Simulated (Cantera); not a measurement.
Input: 1 mol NaI, 0.19 mol H2, at 1000 °C and 76.0 Pa.

These are equilibrium values from Cantera (NASA tables, ideal gas, pure condensed phases), not measurements of a reactor. Candidate condensed phases: I2, Na, NaI; 9 gas species. Gases not in the tables: NaBr and NaI dimers. Rates play no part.

Base state: NaI 0.833, H2 0.159, Na 0.00428, I 0.00382, HI 0.000466, H 1.03e-5 (mole fractions); condensed: gas only.

What changes in the equilibrium state with this change: temperature from 1000 °C to 1652 °C?


| species | before | after |
|---|---|---|
| Na | 0.00428 | 0.313 |
| I | 0.00382 | 0.311 |
| NaI | 0.833 | 0.261 |
| H | 1.03e-5 | 0.0111 |
| H2 | 0.159 | 0.102 |
| NaH | 1.96e-7 | 1.95e-5 |
| HI | 0.000466 | 0.00201 |
